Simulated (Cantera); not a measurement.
A freely propagating, adiabatic, planar premixed flame of H2 : O2 : N2 = 1 : 0.217 : 0.817 (molar parts), equivalence ratio 2.3, unburnt at 375 K and 0.237 atm; multicomponent transport, grid criteria slope 0.08 and curve 0.16, no radiation.

Computed with Cantera and the H2/O2 subset of GRI-Mech 3.0, which has no nitrogen chemistry. Burning velocities carry a grid error of a few per cent, more on coarse grids.

**Question.** Predict: laminar burning velocity; thermal thickness; peak x(O); peak x(HO2); peak x(H).

**Answer.** laminar burning velocity: 337 cm/s
thermal thickness: 2.54 mm
peak x(O): 0.00272
peak x(HO2): 0.000152
peak x(H): 0.0947
